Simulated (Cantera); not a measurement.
Charge: 1 mol SiC, 0.12 mol N₂O, 56 mol N₂, 0.013 mol H₂O, equilibrated at 1.33 mbar.

Equilibrium computed with Cantera from the NASA thermochemical tables; the gas is ideal and each condensed phase is pure. Candidate condensed phases: C, C₆H₆, C₇H₈, C₈H₁₈, H₂O, Si, SiC, SiO₂, Si₂N₂O, Si₃N₄; 151 gas species. Mutual solubility and eutectic melting of coexisting phases are not modelled. The numbers say what is thermodynamically allowed, not how fast it happens.

Question: At 1248 K, list the 3 most abundant gas species with their mole fractions, and the condensed phases.

Answer: N₂ 1.000, H₂ 0.000233, CO 3.63e-5. Condensed: C(graphite) + Si₂N₂O(s) + Si₃N₄(s).
